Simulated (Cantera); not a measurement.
An isothermal, constant-pressure homogeneous reactor starts with NO : N2 = 1 : 15 (molar parts), at 1775 K and 100.0 Torr.

Cantera simulation using GRI-Mech 3.0 (53 species, 325 reactions); the numbers are that mechanism's predictions, not measurements.

Problem. Predict: x(NO) at 100 s; x(O) at 100 s; x(N2O) at 100 s; x(O2) at 100 s; x(N2) at 100 s.

Solution. x(NO) at 100 s: 0.0383 (gas-phase equilibrium 0.00162)
x(O) at 100 s: 2.97e-5 (gas-phase equilibrium 4.60e-5)
x(N2O) at 100 s: 5.90e-7 (gas-phase equilibrium 3.77e-8)
x(O2) at 100 s: 0.0121 (gas-phase equilibrium 0.0304)
x(N2) at 100 s: 0.950 (gas-phase equilibrium 0.968)
